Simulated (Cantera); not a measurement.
What does this Cantera script print?

```python
import numpy as np
import cantera as ct

gas = ct.Solution("gri30.yaml")
gas.TPX = 1925, 8100, {'C2H4': 1, 'H2': 4.3}
reactor = ct.IdealGasConstPressureReactor(gas, energy="off", clone=False)
net = ct.ReactorNet([reactor])
net.rtol, net.atol = 1e-08, 1e-18
show = ['C2H4', 'H2', 'C2H', 'C2H6', 'H']
times = np.geomspace(0.0008, 10, 12)

steps = ct.SolutionArray(gas, extra=["t"])
rows = []
print(f"{'t/s':>10s}{'T/K':>9s}{'P/Pa':>11s}" + "".join(f"{s:>11s}" for s in show))
for t in times:
    while net.time < t:
        t_next = net.step()
        steps.append(gas.state, t=t_next)
    rows.append([np.interp(t, steps.t, y) for y in (steps.T, steps.P, *steps(*show).X.T)])
    print(f"{t:10.3e}{rows[-1][0]:9.1f}{rows[-1][1]:11.4g}" + "".join(f"{x:11.3e}" for x in rows[-1][2:]))
rate = np.gradient(steps.T, steps.t)
print("integrator steps:", len(steps.t))
if steps.T.max() > steps.T[0] + 200:
    print(f"time of steepest temperature rise: {steps.t[rate.argmax()]:.4e} s")
gas.TPX = 1925, 8100, {'C2H4': 1, 'H2': 4.3}
gas.equilibrate("TP")
print(f"equilibrium (TP): T = {gas.T:.1f} K  " + "  ".join(f"{s} {gas[s].X[0]:.3e}" for s in show))
```

Output:

```
       t/s      T/K       P/Pa       C2H4         H2        C2H       C2H6          H
 8.000e-04   1925.0       8100  7.063e-02  8.298e-01  4.413e-07  3.251e-07  2.576e-04
 1.886e-03   1925.0       8100  1.537e-02  8.385e-01  8.776e-07  9.021e-08  3.524e-04
 4.446e-03   1925.0       8100  2.433e-04  8.404e-01  2.356e-06  2.531e-09  8.722e-04
 1.048e-02   1925.0       8100  1.200e-04  8.392e-01  5.741e-06  1.702e-09  2.123e-03
 2.471e-02   1925.0       8100  1.119e-04  8.384e-01  8.137e-06  1.678e-09  3.007e-03
 5.825e-02   1925.0       8100  1.112e-04  8.383e-01  8.392e-06  1.777e-09  3.101e-03
 1.373e-01   1925.0       8100  1.112e-04  8.382e-01  8.390e-06  2.154e-09  3.101e-03
 3.238e-01   1925.0       8100  1.112e-04  8.381e-01  8.384e-06  3.325e-09  3.099e-03
 7.632e-01   1925.0       8100  1.111e-04  8.380e-01  8.377e-06  4.935e-09  3.098e-03
 1.799e+00   1925.0       8100  1.111e-04  8.380e-01  8.376e-06  5.292e-09  3.097e-03
 4.242e+00   1925.0       8100  1.111e-04  8.380e-01  8.376e-06  5.296e-09  3.097e-03
 1.000e+01   1925.0       8100  1.111e-04  8.380e-01  8.376e-06  5.296e-09  3.097e-03
integrator steps: 1010
equilibrium (TP): T = 1925.0 K  C2H4 1.111e-04  H2 8.380e-01  C2H 8.376e-06  C2H6 5.297e-09  H 3.097e-03
```

Computed with Cantera and GRI-Mech 3.0 (53 species, 325 reactions). GRI-Mech 3.0 was tuned for natural gas; its chemistry of ethylene as a main component is partial and can be far from experiment. GRI-Mech 3.0 stops at C3 and has no aromatics, soot or wall deposition, so with more carbon than oxygen in the feed, carbon stays in small species such as C2H2 where larger ones or solid carbon would form.
